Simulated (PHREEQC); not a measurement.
KOH is added in steps, without added water, to 1 kg of water holding 0.0021 mol ZnSO4, 0.00056 mol NaCl and 0.035 mol NiCl2, at 25 °C. Oxygen alone is held at its pressure in air (log pO2 = -0.68). No CO2 enters from the air. Only these solids could form: Zn(OH)2-e, Zn4(OH)6SO4, Zn5(OH)8Cl2, Ni(OH)2, Ni4(OH)6SO4, Halite, Mirabilite, Goslarite, Morenosite.

Base run: PHREEQC, ion-association model, wateq4f.dat. Each further column changes one thing. The table gives Zn+2 (mol/kgw).

```json
[
 {"KOH added (mol)": "0", "base": "0.00189", "0.0068 mol/kgw CsCl added": "0.00188", "ZnSO4 from 0.0021 to 0.00105 mol/kgw": "0.000959", "no solid may form": "0.00189"},
 {"KOH added (mol)": "0.006833", "base": "0.00188", "0.0068 mol/kgw CsCl added": "0.00187", "ZnSO4 from 0.0021 to 0.00105 mol/kgw": "0.000955", "no solid may form": "0.000319"},
 {"KOH added (mol)": "0.01367", "base": "0.00187", "0.0068 mol/kgw CsCl added": "0.00186", "ZnSO4 from 0.0021 to 0.00105 mol/kgw": "0.000954", "no solid may form": "0.000102"},
 {"KOH added (mol)": "0.02392", "base": "0.00187", "0.0068 mol/kgw CsCl added": "0.00186", "ZnSO4 from 0.0021 to 0.00105 mol/kgw": "0.000950", "no solid may form": "___"},
 {"KOH added (mol)": "0.03075", "base": "0.00186", "0.0068 mol/kgw CsCl added": "0.00185", "ZnSO4 from 0.0021 to 0.00105 mol/kgw": "0.000948", "no solid may form": "___"},
 {"KOH added (mol)": "0.03758", "base": "0.00185", "0.0068 mol/kgw CsCl added": "0.00184", "ZnSO4 from 0.0021 to 0.00105 mol/kgw": "0.000946", "no solid may form": "1.61e-5"},
 {"KOH added (mol)": "0.04442", "base": "0.00185", "0.0068 mol/kgw CsCl added": "0.00184", "ZnSO4 from 0.0021 to 0.00105 mol/kgw": "0.000943", "no solid may form": "1.07e-5"},
 {"KOH added (mol)": "0.05125", "base": "0.00184", "0.0068 mol/kgw CsCl added": "0.00183", "ZnSO4 from 0.0021 to 0.00105 mol/kgw": "0.000940", "no solid may form": "___"},
 {"KOH added (mol)": "0.05808", "base": "0.00183", "0.0068 mol/kgw CsCl added": "0.00182", "ZnSO4 from 0.0021 to 0.00105 mol/kgw": "0.000936", "no solid may form": "4.50e-6"},
 {"KOH added (mol)": "0.06833", "base": "0.00156", "0.0068 mol/kgw CsCl added": "0.00153", "ZnSO4 from 0.0021 to 0.00105 mol/kgw": "___", "no solid may form": "___"},
 {"KOH added (mol)": "0.07517", "base": "1.29e-10", "0.0068 mol/kgw CsCl added": "___", "ZnSO4 from 0.0021 to 0.00105 mol/kgw": "1.28e-11", "no solid may form": "9.20e-7"},
 {"KOH added (mol)": "0.082", "base": "2.07e-12", "0.0068 mol/kgw CsCl added": "2.15e-12", "ZnSO4 from 0.0021 to 0.00105 mol/kgw": "1.28e-12", "no solid may form": "___"}
]
```

Task: Fill in the missing entries.

Result: 
- 0.02392, no solid may form: 3.92e-5
- 0.03075, no solid may form: 2.45e-5
- 0.05125, no solid may form: 7.07e-6
- 0.06833, ZnSO4 from 0.0021 to 0.00105 mol/kgw: 0.000920
- 0.06833, no solid may form: 1.95e-6
- 0.07517, 0.0068 mol/kgw CsCl added: 1.35e-10
- 0.082, no solid may form: 3.42e-7

The database's Ni(OH)2 is the aged solid; a fresh precipitate is more soluble. In at least one series the solution becomes supersaturated in solids that the run did not let form, among them Zn(OH)2-e, Zn4(OH)6SO4, Zn5(OH)8Cl2, Ni(OH)2, Ni4(OH)6SO4.
